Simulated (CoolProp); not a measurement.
Properties of C3F8 (R218) along the isotherm 376.1 K.

Model: reference Helmholtz-energy equation of state, Lemmon 2006, in CoolProp. It is a short technical equation, of lower accuracy than the large ones.

```json
[
 {"p (bar)": "0.417", "phase": "gas", "density (kg/m³)": "2.517", "cv (kJ/(kg K))": "0.8546", "viscosity (µPa s)": "15.6", "conductivity (mW/(m K))": "18.9"},
 {"p (bar)": "0.742", "phase": "gas", "density (kg/m³)": "4.492", "cv (kJ/(kg K))": "0.8550", "viscosity (µPa s)": "15.6", "conductivity (mW/(m K))": "18.9"},
 {"p (bar)": "1.32", "phase": "gas", "density (kg/m³)": "8.034", "cv (kJ/(kg K))": "0.8556", "viscosity (µPa s)": "15.7", "conductivity (mW/(m K))": "19.0"},
 {"p (bar)": "2.35", "phase": "gas", "density (kg/m³)": "14.44", "cv (kJ/(kg K))": "0.8568", "viscosity (µPa s)": "15.7", "conductivity (mW/(m K))": "19.0"},
 {"p (bar)": "4.17", "phase": "gas", "density (kg/m³)": "26.09", "cv (kJ/(kg K))": "0.8591", "viscosity (µPa s)": "15.7", "conductivity (mW/(m K))": "19.1"},
 {"p (bar)": "7.42", "phase": "gas", "density (kg/m³)": "48.04", "cv (kJ/(kg K))": "0.8634", "viscosity (µPa s)": "15.8", "conductivity (mW/(m K))": "19.3"},
 {"p (bar)": "13.2", "phase": "gas", "density (kg/m³)": "91.58", "cv (kJ/(kg K))": "0.8724", "viscosity (µPa s)": "16.3", "conductivity (mW/(m K))": "19.9"},
 {"p (bar)": "23.5", "phase": "gas", "density (kg/m³)": "191.6", "cv (kJ/(kg K))": "0.8930", "viscosity (µPa s)": "18.3", "conductivity (mW/(m K))": "22.3"},
 {"p (bar)": "41.7", "phase": "supercritical", "density (kg/m³)": "542.2", "cv (kJ/(kg K))": "0.9387", "viscosity (µPa s)": "33.4", "conductivity (mW/(m K))": "32.3"},
 {"p (bar)": "74.2", "phase": "supercritical", "density (kg/m³)": "966.2", "cv (kJ/(kg K))": "0.9066", "viscosity (µPa s)": "75.3", "conductivity (mW/(m K))": "37.4"},
 {"p (bar)": "132", "phase": "supercritical", "density (kg/m³)": "1139", "cv (kJ/(kg K))": "0.8918", "viscosity (µPa s)": "111", "conductivity (mW/(m K))": "42.7"}
]
```

Viscosity comes from a separate model (Huber 2003), an estimate that may be off by 10 % or more. Thermal conductivity comes from a separate model (Huber 2003), an estimate that may be off by 10 % or more.
